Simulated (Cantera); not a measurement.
## Thermodynamics of halide evaporation, hydrolysis and transport, feed PbF2 + H2

A closed system holds: 1 mol PbF2, a varied amount of H2, held at 1075 °C and 0.133 bar.

Method: chemical equilibrium by Gibbs-energy minimisation in Cantera with the NASA 1993 tables (ideal gas, pure condensed phases). Candidate condensed phases: Pb, PbF2; 16 gas species. Rates play no part.

```
n(H2) (mol)   x H2     x HF     x Pb    x PbF      x H    x Pb2    x PbF2    x H2F2
-----------  -----  -------  -------  -------  -------  -------  --------  --------
26           0.893   0.0714   0.0357  2.32e-5  5.99e-6  5.04e-6   5.20e-7   1.11e-8
33           0.914   0.0571   0.0286  1.47e-5  6.06e-6  3.23e-6   2.60e-7   7.12e-9
42           0.932   0.0454   0.0227  9.22e-6  6.12e-6  2.04e-6   1.29e-7   4.50e-9
53           0.945   0.0364   0.0182  5.86e-6  6.16e-6  1.31e-6   6.49e-8   2.88e-9
67           0.957   0.0290   0.0145  3.70e-6  6.20e-6  8.31e-7   3.25e-8   1.83e-9
84           0.965   0.0233   0.0116  2.37e-6  6.22e-6  5.35e-7   1.66e-8   1.18e-9
110          0.973   0.0179  0.00893  1.39e-6  6.25e-6  3.15e-7   7.47e-9  6.95e-10
130          0.977   0.0152  0.00757  1.00e-6  6.26e-6  2.27e-7   4.54e-9  5.01e-10
170          0.983   0.0116  0.00581  5.88e-7  6.28e-6  1.34e-7   2.04e-9  2.95e-10
210          0.986  0.00943  0.00472  3.86e-7  6.29e-6  8.80e-8   1.09e-9  1.94e-10
270          0.989  0.00735  0.00368  2.34e-7  6.30e-6  5.35e-8  5.13e-10  1.18e-10
340          0.991  0.00585  0.00292  1.48e-7  6.31e-6  3.38e-8  2.58e-10  7.46e-11
```
x: gas mole fraction; nothing condenses.

From 26 mol H2 to 340 mol H2 nothing is condensed. The main Pb-bearing gas is Pb throughout.
